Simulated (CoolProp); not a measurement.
The numbers come from the reference Helmholtz-energy equation of state, Lemmon 2006 in CoolProp. It is a short technical equation, of lower accuracy than the large ones.

**Question.** For C3F8 (R218), give the phase and the cv (kJ/(kg K)), speed of sound (m/s) at 157.1 K and 1.01 bar; 269.5 K and 1.01 bar; 314.4 K and 1.01 bar.

**Answer.** 
- 157.1 K and 1.01 bar: liquid; cv 0.534, speed of sound 927
- 269.5 K and 1.01 bar: gas; cv 0.705, speed of sound 110
- 314.4 K and 1.01 bar: gas; cv 0.771, speed of sound 119
